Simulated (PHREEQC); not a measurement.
Solution (35 °C): 2.2 mol/kgw LiBr and 0.55 mol/kgw MgCl2. Closed to the air; pH follows from the charge balance.

The numbers come from PHREEQC with the Pitzer model, pitzer.dat.

This is a speciation only: nothing precipitates in the calculation.

**Question.** What activity of water, density does the model give?

**Answer.** activity of water 0.859; density 1.156 g/cm³.
